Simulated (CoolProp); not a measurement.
Values from CoolProp's reference Helmholtz-energy equation of state, Thol 2017.

For octamethyltrisiloxane (MDM), give the phase and the Z, speed of sound (m/s) at 90.25 °C and 33.6 kPa.


- 90.25 °C and 33.6 kPa: liquid; Z 0.00352, speed of sound 699
